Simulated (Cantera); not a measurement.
An isothermal, constant-pressure homogeneous reactor starts with NO : N2 = 2.3 : 0.17 (molar parts), at 1675 K and 0.0263 atm.

Model: GRI-Mech 3.0 (53 species, 325 reactions), integrated in Cantera. Radical loss at walls, strong at low pressure, is not modelled.

x: mole fraction; the columns are a selection and need not sum to one.

```csv
t (s),x NO,x O,x N2,x N2O,x O2
4.00e-5,0.931,6.41e-8,0.0688,?,7.46e-12
0.000105,0.931,1.68e-7,0.0688,?,5.12e-11
0.000276,0.931,4.37e-7,0.0688,?,3.53e-10
0.000726,0.931,1.13e-6,0.0688,?,2.41e-9
0.00191,0.931,2.80e-6,0.0688,?,1.63e-8
0.00502,0.931,6.41e-6,0.0688,?,1.13e-7
0.0132,0.931,1.24e-5,0.0688,?,9.23e-7
0.0346,0.931,1.81e-5,0.0688,?,8.58e-6
0.0910,0.931,2.17e-5,0.0689,?,5.81e-5
0.239,0.930,2.52e-5,0.0690,?,0.000256
0.629,0.929,2.79e-5,0.0696,0.000287,0.000885
1.65,0.926,2.98e-5,0.0714,0.000293,0.00263
4.34,0.916,3.36e-5,0.0760,0.000284,0.00721
11.4,0.893,4.14e-5,0.0878,0.000263,0.0190
30.0,0.834,5.56e-5,0.117,?,0.0483
```

**Question.** Complete the blanks.

**Answer.** 
- 4.00e-5, x N2O: 6.42e-8
- 0.000105, x N2O: 1.69e-7
- 0.000276, x N2O: 4.43e-7
- 0.000726, x N2O: 1.16e-6
- 0.00191, x N2O: 3.05e-6
- 0.00502, x N2O: 7.95e-6
- 0.0132, x N2O: 2.05e-5
- 0.0346, x N2O: 5.09e-5
- 0.0910, x N2O: 0.000116
- 0.239, x N2O: 0.000217
- 30.0, x N2O: 0.000221
